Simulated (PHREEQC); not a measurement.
A PHREEQC input (ion-association model, wateq4f.dat):

```
SOLUTION 1
  temp 27
  units percent
  pH 7.62
  pe 9.8
  Na 40.9
  K 136
  Ca 64
  Mg 39.4
  Cl 150
  S(6) 80.5 as SO4
  Alkalinity 344 as HCO3
  Zn 17.6
END
USE solution 1
EQUILIBRIUM_PHASES 1
  CO2(g) -2 10
END
```

It stops with these messages:

```
ERROR: Calculations terminating due to input errors.
```

The fault: a unit that the program doesn't know. The line should read `units mg/L` where the input has `units percent`. With the mend the run ends at pH 7.49 and ionic strength 0.0148 mol/kgw.
